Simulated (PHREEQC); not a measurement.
Synthetic water in mg/L, 25 °C, pH 2.02, pe 8.6: Na 49.3; K 0.241; Ca 65.7; Mg 22.6; Cl 6.59; S(6) as SO4 1490; Fe(3) 1.52; Li 0.0365; B 0.02; Al 48.4.

Valence states are taken as typed.

The numbers come from PHREEQC with the ion-association model, wateq4f.dat.

Each row changes one thing in this solution. This is a speciation only: nothing precipitates in the calculation.

```csv
case,ionic strength (mol/kgw),SO4-2 (mol/kgw),HSO4- (mol/kgw),AlSO4+ (mol/kgw),Ca+2 (mol/kgw),Mg+2 (mol/kgw),SI of Goethite (FeOOH),SI of Gypsum (CaSO4:2H2O)
as made,0.0309,0.00819,0.00471,0.00133,0.00111,0.000603,+0.66,-1.01
temperature from 25 to 50 °C at the same typed pH,0.0279,0.00631,0.00656,0.00136,0.00111,0.000531,+1.37,-1.09
Mg from 22.6 to 45.2 mg/L,…,0.00803,0.00459,0.00133,0.00112,0.00122,…,…
Cl from 6.59 to 13.2 mg/L,0.0310,0.00820,0.00471,0.00133,0.00111,…,+0.66,-1.02
all concentrations times 4 at the same typed pH,…,0.0332,0.0148,0.00481,0.00329,0.00174,+0.72,-0.22
```

Task: What belongs in the gaps?

Result: 
- Mg from 22.6 to 45.2 mg/L, ionic strength (mol/kgw): 0.0318
- Mg from 22.6 to 45.2 mg/L, SI of Goethite (FeOOH): +0.68
- Mg from 22.6 to 45.2 mg/L, SI of Gypsum (CaSO4:2H2O): -1.03
- Cl from 6.59 to 13.2 mg/L, Mg+2 (mol/kgw): 0.000604
- all concentrations times 4 at the same typed pH, ionic strength (mol/kgw): 0.100

Some of these states are supersaturated (in Hematite (slow to form), Goethite (slow to form), for instance). At this temperature some constants are extrapolated from 25 °C, and those without enthalpy data are left unchanged.
